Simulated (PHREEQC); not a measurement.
Alkaline etch or developer: speciation

A solution holds 0.069 mol TMAH, 4.7e-06 mol H4SiO4 and 0.052 mol (CH3)4NCl per kg of water, at 25 °C. Closed to the air; pH follows from the charge balance.

The numbers come from PHREEQC with the ion-association model, phreeqc.dat.

This is a speciation only: nothing precipitates in the calculation.

Question: Estimate the pH.

Answer: pH 12.71.

Question: In which forms is Si present?

Answer: H3SiO4- 58 %, H2SiO4-2 42 % of the Si.

Complexes and solids missing from the database can't appear. (CH3)4N+ isn't in the database: it is added as a free cation with an ion size of 4 Å.
